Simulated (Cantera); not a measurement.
An adiabatic, constant-pressure homogeneous reactor starts with CH4 : O2 : N2 = 1 : 0.952 : 3.58 (molar parts), equivalence ratio 2.1, at 1650 K and 0.570 bar. Integrator tolerance rtol = 1e-08.

Model: GRI-Mech 3.0 (53 species, 325 reactions), integrated in Cantera.

What does this change do: initial temperature 1650 to 1775 K?


```tsv
quantity	before	after
time of steepest temperature rise	0.620 ms	0.250 ms
temperature at 0.600 s	2542 K	2618 K
equilibrium temperature	2542 K	2618 K
x(CH4) at 0.600 s	5.22e-12 (gas-phase equilibrium 5.85e-12)	3.76e-12 (gas-phase equilibrium 4.22e-12)
x(O2) at 0.600 s	4.39e-5 (gas-phase equilibrium 4.39e-5)	8.80e-5 (gas-phase equilibrium 8.80e-5)
x(HO2) at 0.600 s	2.62e-8 (gas-phase equilibrium 2.62e-8)	5.26e-8 (gas-phase equilibrium 5.26e-8)
x(C2H4) at 0.600 s	<1e-12 (gas-phase equilibrium <1e-12)	<1e-12 (gas-phase equilibrium <1e-12)
x(H2) at 0.600 s	0.173 (gas-phase equilibrium 0.173)	0.170 (gas-phase equilibrium 0.170)
x(C2H) at 0.600 s	<1e-12 (gas-phase equilibrium <1e-12)	<1e-12 (gas-phase equilibrium <1e-12)
```

What does this change do: N2 3.58 to 8.3 parts?


| quantity | before | after |
|---|---|---|
| time of steepest temperature rise | 0.620 ms | 1.16 ms |
| temperature at 0.600 s | 2542 K | 2241 K |
| equilibrium temperature | 2542 K | 2241 K |
| x(CH4) at 0.600 s | 5.22e-12 (gas-phase equilibrium 5.85e-12) | 4.50e-12 (gas-phase equilibrium 5.06e-12) |
| x(O2) at 0.600 s | 4.39e-5 (gas-phase equilibrium 4.39e-5) | 1.68e-6 (gas-phase equilibrium 1.68e-6) |
| x(HO2) at 0.600 s | 2.62e-8 (gas-phase equilibrium 2.62e-8) | 7.39e-10 (gas-phase equilibrium 7.39e-10) |
| x(C2H4) at 0.600 s | <1e-12 (gas-phase equilibrium <1e-12) | <1e-12 (gas-phase equilibrium <1e-12) |
| x(H2) at 0.600 s | 0.173 (gas-phase equilibrium 0.173) | 0.105 (gas-phase equilibrium 0.105) |
| x(C2H) at 0.600 s | <1e-12 (gas-phase equilibrium <1e-12) | <1e-12 (gas-phase equilibrium <1e-12) |
